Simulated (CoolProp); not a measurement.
Values from CoolProp's reference Helmholtz-energy equation of state, Platzer 1990. This equation is an older, rougher fit; its heat capacities, sound speeds and derivatives of the liquid may be far off and weren't checked against measurements.

### Question
For CF4 (R14), give the phase and the viscosity (µPa s), conductivity (mW/(m K)) at 65.95 °C and 1070 kPa; 191.95 °C and 1070 kPa.

### Answer
- 65.95 °C and 1070 kPa: gas; viscosity 19.7, conductivity 19.7
- 191.95 °C and 1070 kPa: gas; viscosity 25.0, conductivity 29.5

Viscosity comes from a separate model (Huber 2003), an estimate that may be off by 10 % or more. Thermal conductivity comes from a separate model (Huber 2003), an estimate that may be off by 10 % or more.
